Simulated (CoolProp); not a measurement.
R125 along the isobar 202 bar: density (kg/m³) from the reference equation and from simpler models built on Tc = 66.0 °C, pc = 36.18 bar, ω = 0.305; each cubic takes its own stable root.

Values from CoolProp's reference Helmholtz-energy equation of state, Lemmon 2005.

| T (°C) | phase | reference |
|---|---|---|
| -78.35 | liquid | 1658 |
| -70.05 | liquid | 1634 |
| -61.75 | liquid | 1610 |
| -53.45 | liquid | 1585 |
| -45.15 | liquid | 1561 |
| -36.75 | liquid | 1536 |
| -28.45 | liquid | 1510 |
| -20.15 | liquid | 1485 |
| -11.85 | liquid | 1460 |
| -3.55 | liquid | 1434 |
| 4.85 | liquid | 1407 |
| 13.15 | liquid | 1380 |
| 21.45 | liquid | 1353 |
| 29.75 | liquid | 1326 |
| 38.05 | liquid | 1297 |

**Question.** How far does each simpler model (van der Waals, Redlich-Kwong, Peng-Robinson) lie from the reference over these 15 states: mean and median of the absolute difference, and the worst?

**Answer.** 
- van der Waals: mean 34.3 %, median 34.5 %, worst -37.3 % at -78.35 °C and 202 bar
- Redlich-Kwong: mean 9.1 %, median 9.1 %, worst -10.2 % at -78.35 °C and 202 bar
- Peng-Robinson: mean 4.2 %, median 4.4 %, worst +4.7 % at -3.55 °C and 202 bar
